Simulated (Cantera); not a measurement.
Thermodynamics of oxide etching and cleaning by halides, feed SiO2 + HCl + O2

A closed system holds: 1 mol SiO2, 2.9 mol HCl, 0.72 mol O2, at 1552 °C and 5.10 mbar.

Method: chemical equilibrium by Gibbs-energy minimisation in Cantera with the NASA 1993 tables (ideal gas, pure condensed phases). Candidate condensed phases: H2O, Si, SiO2; 30 gas species. The tables hold silica as quartz up to 1696 K and as liquid above; real silica turns to tridymite and cristobalite and melts near 1996 K. Rates play no part.

```json
{
  "x(HCl)": "0.580",
  "x(Cl)": "0.181",
  "x(O2)": "0.143",
  "x(H2O)": "0.0904",
  "x(OH)": "0.00259",
  "x(Cl2)": "0.00133",
  "x(O)": "0.000813",
  "x(H2)": "0.000227",
  "x(H)": "9.29e-5",
  "n(SiO2(condensed))": "1.000 mol",
  "gas_amount": "3.794 mol",
  "log10 activity of Si(l) (absent)": "-13.59"
}
```
